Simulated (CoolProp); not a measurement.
Aqueous calcium chloride as a coolant, 10 % by mass, freezing at -5.8 °C, 1 atm.

The numbers come from the Melinder's fits for secondary coolants in CoolProp.

| T (°C) | conductivity (W/(m K)) | viscosity (mPa s) | cp (kJ/(kg K)) | density (kg/m³) |
|---|---|---|---|---|
| -1.2 | 0.553 | 2.31 | 3.567 | 1089 |
| 3 | 0.560 | ___ | 3.574 | ___ |
| 7.2 | 0.567 | ___ | ___ | 1087 |
| 11.5 | 0.573 | 1.60 | 3.591 | 1087 |
| 15.7 | 0.580 | 1.44 | ___ | 1086 |
| 19.9 | 0.587 | 1.30 | 3.608 | 1086 |
| 24.1 | 0.593 | 1.18 | 3.617 | 1085 |
| 28.4 | 0.600 | ___ | ___ | 1084 |
| 32.6 | ___ | 0.992 | 3.635 | 1083 |

Complete the blanks.


- 3, viscosity (mPa s): 2.03
- 3, density (kg/m³): 1088
- 7.2, viscosity (mPa s): 1.80
- 7.2, cp (kJ/(kg K)): 3.582
- 15.7, cp (kJ/(kg K)): 3.600
- 28.4, viscosity (mPa s): 1.08
- 28.4, cp (kJ/(kg K)): 3.626
- 32.6, conductivity (W/(m K)): 0.607
